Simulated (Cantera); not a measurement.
Input: 1 mol Cu2O, a varied amount of C, 0.25 mol N2, equilibrated at 1525 K and 0.290 bar.

Cantera equilibrium calculation (NASA polynomials, part measured and part estimated; ideal gas, pure solids and liquids). Candidate condensed phases: C, Cu, CuO, Cu2O; 27 gas species. Each liquid is taken as pure. Mutual solubility and eutectic melting of coexisting phases are not modelled. Kinetics and transport are ignored.

Problem. Which condensed phases are stable at each of these points (n(C) (mol)): 0.46, 1.5, 2.5, 3.5, 4.5, 5.5, 6.5?

Solution. 
```csv
n(C) (mol),condensed phases,Cu condensed (%)
0.46,Cu(l) + Cu2O(l),100.0
1.5,C(graphite) + Cu(l),100.0
2.5,C(graphite) + Cu(l),100.0
3.5,C(graphite) + Cu(l),100.0
4.5,C(graphite) + Cu(l),100.0
5.5,C(graphite) + Cu(l),100.0
6.5,C(graphite) + Cu(l),100.0
```

At 0.46 mol C the condensed part is Cu(l) + Cu2O(l). From 1.5 mol C to 6.5 mol C the condensed part is C(graphite) + Cu(l).
